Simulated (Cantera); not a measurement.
A closed system holds: 1 mol FeCl₂, 7.5 mol H₂O, 1.2 mol H₂.

Cantera equilibrium calculation (NASA polynomials, part measured and part estimated; ideal gas, pure solids and liquids). Candidate condensed phases: Fe, FeCl₂, FeCl₃, FeO, Fe(OH)₂, Fe(OH)₃, Fe₂O₃, Fe₃O₄, H₂O; 22 gas species. The tables' stoichiometric FeO is somewhat more stable than real wüstite, so its field is too wide. FeO: taken at fixed stoichiometry. The numbers say what is thermodynamically allowed, not how fast it happens.

Task: What condenses at these points (T in °C, P in Pa): (1075, 1900); (1425, 0.10); (1075, 37); (1075, 14000); (1025, 37)?

Result: 
```
T (°C)  P in Pa  condensed phases  Fe condensed (%)
------  -------  ----------------  ----------------
1075       1900               FeO              90.4
1425       0.10          gas only               0.0
1075         37               FeO              90.4
1075      14000               FeO              90.4
1025         37               FeO              91.8
```
